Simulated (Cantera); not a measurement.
An adiabatic, constant-pressure homogeneous reactor starts with CH4 : O2 : N2 = 1 : 2.99 : 11.2 (molar parts), equivalence ratio 0.67, at 1600 K and 300 Torr.

Model: GRI-Mech 3.0 (53 species, 325 reactions), integrated in Cantera.

x: mole fraction; the columns are a selection and need not sum to one.

```
t (s)     T (K)   x CH4    x O2       x CH3     x CO2     x OH
--------  -----  ------  ------  ----------  --------  -------
1.00e-6    1600  0.0658   0.197  (withheld)    <1e-12  9.21e-9
3.71e-6    1600  0.0658   0.197  (withheld)    <1e-12  4.10e-8
1.38e-5    1600  0.0658   0.197  (withheld)  1.73e-11  6.43e-8
5.12e-5    1600  0.0658   0.197  (withheld)  5.75e-10  1.34e-7
0.000190   1600  0.0657   0.197  (withheld)   4.36e-8  5.80e-7
0.000707   1612  0.0616   0.194  (withheld)   3.51e-5  2.14e-5
0.00263    2570  <1e-12  0.0665      <1e-12    0.0464   0.0191
0.00976    2581  <1e-12  0.0634      <1e-12    0.0475   0.0182
0.0362     2576  <1e-12  0.0610      <1e-12    0.0476   0.0178
0.135      2575  <1e-12  0.0609      <1e-12    0.0476   0.0178
0.500      2575  <1e-12  0.0609      <1e-12    0.0476   0.0178
```

**Question.** Fill in the missing entries.

**Answer.** 
- 1.00e-6, x CH3: 1.38e-7
- 3.71e-6, x CH3: 6.50e-7
- 1.38e-5, x CH3: 2.94e-6
- 5.12e-5, x CH3: 1.30e-5
- 0.000190, x CH3: 7.54e-5
- 0.000707, x CH3: 0.00112
